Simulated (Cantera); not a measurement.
A diamond (100) surface in a fixed gas of H2 with x(CH4) = 0.014, x(H) = 0.0092, at 1073 K, 3000 Pa; coverages are run to steady state.

Cantera simulation using the Harris–Goodwin 1993 mechanism for the reconstructed diamond (100) surface; the numbers are that mechanism's predictions, not measurements.

θ: site fractions in the mechanism's names (c6HH fully hydrogenated, c6H* and c6*H radical sites, c6** diradical, c6HM methylated).

| x(CH3) | growth (µm/h) | θ c6HH | θ c6H* | θ c6*H | θ c6** | θ c6HM |
|---|---|---|---|---|---|---|
| 1e-06 | 0.0183 | 0.534 | 0.0252 | 0.425 | 0.0157 | 3.73e-5 |
| 2.4e-06 | 0.0438 | 0.534 | 0.0252 | 0.425 | 0.0157 | 8.95e-5 |
| 5.7e-06 | … | 0.533 | 0.0252 | 0.425 | 0.0157 | … |
| 1.4e-05 | … | 0.533 | 0.0252 | 0.425 | 0.0157 | … |
| 3.2e-05 | 0.583 | 0.533 | 0.0252 | 0.425 | 0.0156 | 0.00119 |
| 7.7e-05 | 1.40 | 0.531 | 0.0251 | 0.424 | 0.0156 | 0.00286 |
| 0.00018 | 3.25 | 0.529 | 0.0250 | 0.421 | 0.0154 | 0.00664 |
| 0.00044 | 7.80 | 0.521 | 0.0246 | 0.415 | 0.0151 | 0.0159 |
| 0.0011 | 18.7 | 0.505 | 0.0238 | 0.401 | 0.0143 | 0.0383 |

Problem. Fill in the missing entries.

Solution. 
- 5.7e-06, growth (µm/h): 0.104
- 5.7e-06, θ c6HM: 0.000213
- 1.4e-05, growth (µm/h): 0.255
- 1.4e-05, θ c6HM: 0.000522
